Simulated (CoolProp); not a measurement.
Model: reference Helmholtz-energy equation of state, Guder 2009, in CoolProp.

### Question
For sulfur hexafluoride, give the phase and the Z, cp (kJ/(kg K)), fugacity coefficient at 360.3 K and 14.1 MPa; 360.3 K and 15.6 MPa; 360.3 K and 18.8 MPa.

### Answer
- 360.3 K and 14.1 MPa: supercritical; Z 0.577, cp 1.13, fugacity coefficient 0.440
- 360.3 K and 15.6 MPa: supercritical; Z 0.617, cp 1.10, fugacity coefficient 0.423
- 360.3 K and 18.8 MPa: supercritical; Z 0.705, cp 1.06, fugacity coefficient 0.397
